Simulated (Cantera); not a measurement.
# Adiabatic ignition

An adiabatic, constant-volume homogeneous reactor starts with 15.6 % H2, 17.0 % O2, 63.9 % N2, 3.12 % H2O, 0.328 % NO, at 1775 K and 495 Torr.

Model: GRI-Mech 3.0 (53 species, 325 reactions), integrated in Cantera.

```json
[
 {"t (s)": "3.00e-6", "T (K)": "1775", "P (bar)": "0.660", "x H2": "0.156", "x O2": "0.170", "x H2O": "0.0313", "x OH": "1.05e-5", "x NO": "0.00328"},
 {"t (s)": "1.39e-5", "T (K)": "1866", "P (bar)": "0.691", "x H2": "0.0236", "x O2": "0.0932", "x H2O": "0.128", "x OH": "0.0220", "x NO": "0.00330"},
 {"t (s)": "6.46e-5", "T (K)": "2332", "P (bar)": "0.838", "x H2": "0.0179", "x O2": "0.0893", "x H2O": "0.150", "x OH": "0.0307", "x NO": "0.00346"},
 {"t (s)": "0.000300", "T (K)": "2704", "P (bar)": "0.948", "x H2": "0.00910", "x O2": "0.0902", "x H2O": "0.173", "x OH": "0.0286", "x NO": "0.00465"},
 {"t (s)": "0.00139", "T (K)": "2702", "P (bar)": "0.946", "x H2": "0.00890", "x O2": "0.0879", "x H2O": "0.173", "x OH": "0.0279", "x NO": "0.00986"},
 {"t (s)": "0.00646", "T (K)": "2692", "P (bar)": "0.942", "x H2": "0.00878", "x O2": "0.0846", "x H2O": "0.174", "x OH": "0.0270", "x NO": "0.0176"},
 {"t (s)": "0.0300", "T (K)": "2691", "P (bar)": "0.942", "x H2": "0.00876", "x O2": "0.0842", "x H2O": "0.174", "x OH": "0.0269", "x NO": "0.0184"},
 {"t (s)": "0.139", "T (K)": "2691", "P (bar)": "0.942", "x H2": "0.00876", "x O2": "0.0842", "x H2O": "0.174", "x OH": "0.0269", "x NO": "0.0184"},
 {"t (s)": "0.646", "T (K)": "2691", "P (bar)": "0.942", "x H2": "0.00876", "x O2": "0.0842", "x H2O": "0.174", "x OH": "0.0269", "x NO": "0.0184"},
 {"t (s)": "3.00", "T (K)": "2691", "P (bar)": "0.942", "x H2": "0.00876", "x O2": "0.0842", "x H2O": "0.174", "x OH": "0.0269", "x NO": "0.0184"}
]
```
x: mole fraction; the columns are a selection and need not sum to one.

```json
{
  "time_of_steepest_temperature_rise": "11.0 µs",
  "temperature at 3.00 s": "2691 K",
  "equilibrium_temperature": "2691 K",
  "x(H2) at 3.00 s": "0.00876 (gas-phase equilibrium 0.00876)",
  "x(O2) at 3.00 s": "0.0842 (gas-phase equilibrium 0.0842)",
  "x(H2O) at 3.00 s": "0.174 (gas-phase equilibrium 0.174)"
}
```
